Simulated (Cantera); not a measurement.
# Transport properties of process gases

Gas mixture: 100 % NO, at 1.01 bar, frozen composition.

Cantera's kinetic-theory transport with the Lennard-Jones parameters of GRI-Mech 3.0, ideal gas; thermal conductivity in the multicomponent form. The composition is frozen, though it would react at the higher temperatures.

```json
[
 {"T (K)": "400", "ρ (kg/m³)": "0.914", "cp (J/kg/K)": "998.6", "μ (µPa s)": "23.1", "λ (mW/m/K)": "32.5", "Pr": "0.711", "D (cm²/s) CO2": "0.261", "D (cm²/s) C2H2": "0.276", "D (cm²/s) OH": "0.517"},
 {"T (K)": "600", "ρ (kg/m³)": "0.609", "cp (J/kg/K)": "1041", "μ (µPa s)": "30.6", "λ (mW/m/K)": "45.0", "Pr": "0.708", "D (cm²/s) CO2": "0.533", "D (cm²/s) C2H2": "0.561", "D (cm²/s) OH": "1.03"},
 {"T (K)": "800", "ρ (kg/m³)": "0.457", "cp (J/kg/K)": "1092", "μ (µPa s)": "37.1", "λ (mW/m/K)": "57.3", "Pr": "0.708", "D (cm²/s) CO2": "0.873", "D (cm²/s) C2H2": "0.918", "D (cm²/s) OH": "1.67"},
 {"T (K)": "1000", "ρ (kg/m³)": "0.366", "cp (J/kg/K)": "1133", "μ (µPa s)": "42.9", "λ (mW/m/K)": "68.8", "Pr": "0.707", "D (cm²/s) CO2": "1.27", "D (cm²/s) C2H2": "1.34", "D (cm²/s) OH": "2.42"},
 {"T (K)": "1200", "ρ (kg/m³)": "0.305", "cp (J/kg/K)": "1159", "μ (µPa s)": "48.4", "λ (mW/m/K)": "79.3", "Pr": "0.707", "D (cm²/s) CO2": "1.73", "D (cm²/s) C2H2": "1.82", "D (cm²/s) OH": "3.27"},
 {"T (K)": "1400", "ρ (kg/m³)": "0.261", "cp (J/kg/K)": "1181", "μ (µPa s)": "53.4", "λ (mW/m/K)": "89.3", "Pr": "0.707", "D (cm²/s) CO2": "2.24", "D (cm²/s) C2H2": "2.35", "D (cm²/s) OH": "4.23"},
 {"T (K)": "1600", "ρ (kg/m³)": "0.229", "cp (J/kg/K)": "1199", "μ (µPa s)": "58.3", "λ (mW/m/K)": "98.9", "Pr": "0.706", "D (cm²/s) CO2": "2.80", "D (cm²/s) C2H2": "2.94", "D (cm²/s) OH": "5.28"},
 {"T (K)": "1800", "ρ (kg/m³)": "0.203", "cp (J/kg/K)": "1213", "μ (µPa s)": "62.9", "λ (mW/m/K)": "108", "Pr": "0.706", "D (cm²/s) CO2": "3.41", "D (cm²/s) C2H2": "3.57", "D (cm²/s) OH": "6.41"}
]
```
D: mixture-averaged diffusion coefficient of that species in the mixture.
